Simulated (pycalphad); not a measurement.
**Freezing of Ti-Si alloys with rising Si**

CALPHAD calculation (pycalphad, COST 507 light-alloy database (1999)), 1 atm. The data set is of 1999 and partly superseded. Amounts are mole fractions of atoms.

Scheil-Gulliver runs (no diffusion in the solid, steps of 4 K) beside full equilibrium.

| alloy | liquidus (°C) | Scheil, half solid (°C) | Scheil, 80 % solid (°C) | Scheil, invariant end (°C) | liquid left at that end | equilibrium solidus (°C) |
|---|---|---|---|---|---|---|
| Ti-8.53Si (at.%) | 1498 | at the invariant end | at the invariant end | 1340 | 0.57 | 1340 |
| Ti-25.58Si (at.%) | 1889 | 1400 | at the invariant end | 1340 | 0.47 | 1340 |
| Ti-51.15Si (at.%) | 1883 | 1680 | at the invariant end | 1474 | 0.32 | 1474 |
